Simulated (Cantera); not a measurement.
Charge: 1 mol Si3N4, 2.1 mol N2O, 5.5 mol N2, equilibrated at 0.290 bar.

Cantera equilibrium calculation (NASA polynomials, part measured and part estimated; ideal gas, pure solids and liquids). Candidate condensed phases: Si, SiO2, Si2N2O, Si3N4; 16 gas species. Mutual solubility and eutectic melting of coexisting phases are not modelled. The tables hold silica as quartz up to 1696 K and as liquid above; real silica turns to tridymite and cristobalite and melts near 1996 K. Rates play no part.

Question: Which condensed phases are stable at each of these points (T (°C)): 1002, 1052, 1102, 1152, 1202, 1252, 1302, 1352, 1402, 1452, 1502, 1552, 1602, 1652?

Answer: 
| T (°C) | condensed phases | Si condensed (%) |
|---|---|---|
| 1002 | SiO2(β-quartz) + Si2N2O(s) | 100.0 |
| 1052 | SiO2(β-quartz) + Si2N2O(s) | 100.0 |
| 1102 | SiO2(β-quartz) + Si2N2O(s) | 100.0 |
| 1152 | SiO2(β-quartz) + Si2N2O(s) | 100.0 |
| 1202 | SiO2(β-quartz) + Si2N2O(s) | 100.0 |
| 1252 | SiO2(β-quartz) + Si2N2O(s) | 100.0 |
| 1302 | SiO2(β-quartz) + Si2N2O(s) | 100.0 |
| 1352 | SiO2(β-quartz) + Si2N2O(s) | 99.9 |
| 1402 | SiO2(β-quartz) + Si2N2O(s) | 99.8 |
| 1452 | SiO2(condensed) + Si2N2O(s) | 99.4 |
| 1502 | SiO2(condensed) + Si2N2O(s) | 98.4 |
| 1552 | SiO2(condensed) + Si2N2O(s) | 96.0 |
| 1602 | SiO2(condensed) + Si2N2O(s) | 90.2 |
| 1652 | SiO2(condensed) + Si2N2O(s) | 76.0 |

From 1002 °C to 1402 °C the condensed part is SiO2(β-quartz) + Si2N2O(s). From 1452 °C to 1652 °C the condensed part is SiO2(condensed) + Si2N2O(s).
